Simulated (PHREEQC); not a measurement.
Brine: speciation

Consider water at 25 °C with 4.5 mol/kgw HCl and 1.6 mol/kgw MnCl2. It is in equilibrium with CO2 at log p = -3.5 (atm). Otherwise closed; pH follows from the charge balance.

The numbers come from PHREEQC with the Pitzer model, pitzer.dat.

Precipitation was switched off in this run.

### Question
Estimate the pH.

### Answer
pH -2.03.

In brines, pH and single-ion activities rest on the MacInnes convention.
